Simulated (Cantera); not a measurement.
Charge: 1 mol SiO₂, 53 mol HCl, 0.5 mol H₂, equilibrated at 1375 K and 61.0 Pa.

Method: chemical equilibrium by Gibbs-energy minimisation in Cantera with the NASA 1993 tables (ideal gas, pure condensed phases). Candidate condensed phases: H₂O, Si, SiO₂; 30 gas species. The tables hold silica as quartz up to 1696 K and as liquid above; real silica turns to tridymite and cristobalite and melts near 1996 K. Kinetics and transport are ignored.

Base state: HCl 0.989, H₂ 0.00989, Cl 0.00114, H₂O 7.65e-5, SiCl₄ 2.79e-5, H 1.38e-5 (mole fractions); condensed: SiO₂(β-quartz).

### Question
What changes in the equilibrium state with this change: temperature from 1375 K to 825 K?

### Answer
```
species               before    after
-------------------  -------  -------
HCl                    0.989    0.991
H₂                   0.00989  0.00935
H₂O                  7.65e-5  5.82e-6
Cl                   0.00114  3.35e-9
SiCl₄                2.79e-5  2.91e-6
H                    1.38e-5    <1e-9
SiO₂(β-quartz), mol    0.998        0
SiO₂(α-quartz), mol        0    1.000
```
